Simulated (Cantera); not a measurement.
An adiabatic, constant-pressure homogeneous reactor starts with C3H8 : O2 : N2 : H2O = 1 : 6.85 : 25.8 : 1.4 (molar parts), equivalence ratio 0.73, at 1650 K and 500000 Pa. Integrator tolerance rtol = 1e-08.

Detailed kinetics in Cantera: GRI-Mech 3.0 (53 species, 325 reactions). GRI-Mech 3.0 was tuned for natural gas; its chemistry of propane as a main component is partial and can be far from experiment.

**Question.** What does this change do: pressure from 500000 Pa to 1000000 Pa?

**Answer.** 
```tsv
quantity	before	after
time of steepest temperature rise	8.57 µs	5.58 µs
temperature at 0.800 s	2755 K	2790 K
equilibrium temperature	2755 K	2790 K
x(C3H8) at 0.800 s	<1e-12 (gas-phase equilibrium <1e-12)	<1e-12 (gas-phase equilibrium <1e-12)
x(O2) at 0.800 s	0.0478 (gas-phase equilibrium 0.0478)	0.0467 (gas-phase equilibrium 0.0467)
x(H2O) at 0.800 s	0.133 (gas-phase equilibrium 0.133)	0.135 (gas-phase equilibrium 0.135)
x(H2O2) at 0.800 s	7.54e-7 (gas-phase equilibrium 7.54e-7)	1.14e-6 (gas-phase equilibrium 1.14e-6)
x(CO2) at 0.800 s	0.0649 (gas-phase equilibrium 0.0649)	0.0674 (gas-phase equilibrium 0.0674)
x(C2H2) at 0.800 s	<1e-12 (gas-phase equilibrium <1e-12)	<1e-12 (gas-phase equilibrium <1e-12)
x(NO) at 0.800 s	0.0155 (gas-phase equilibrium 0.0155)	0.0161 (gas-phase equilibrium 0.0161)
```

**Question.** What does this change do: constant volume in place of constant pressure?

**Answer.** 
```tsv
quantity	before	after
time of steepest temperature rise	8.57 µs	7.73 µs
temperature at 0.800 s	2755 K	2932 K
equilibrium temperature	2755 K	2932 K
x(C3H8) at 0.800 s	<1e-12 (gas-phase equilibrium <1e-12)	<1e-12 (gas-phase equilibrium <1e-12)
x(O2) at 0.800 s	0.0478 (gas-phase equilibrium 0.0478)	0.0475 (gas-phase equilibrium 0.0475)
x(H2O) at 0.800 s	0.133 (gas-phase equilibrium 0.133)	0.127 (gas-phase equilibrium 0.127)
x(H2O2) at 0.800 s	7.54e-7 (gas-phase equilibrium 7.54e-7)	1.32e-6 (gas-phase equilibrium 1.32e-6)
x(CO2) at 0.800 s	0.0649 (gas-phase equilibrium 0.0649)	0.0584 (gas-phase equilibrium 0.0584)
x(C2H2) at 0.800 s	<1e-12 (gas-phase equilibrium <1e-12)	<1e-12 (gas-phase equilibrium <1e-12)
x(NO) at 0.800 s	0.0155 (gas-phase equilibrium 0.0155)	0.0196 (gas-phase equilibrium 0.0196)
```
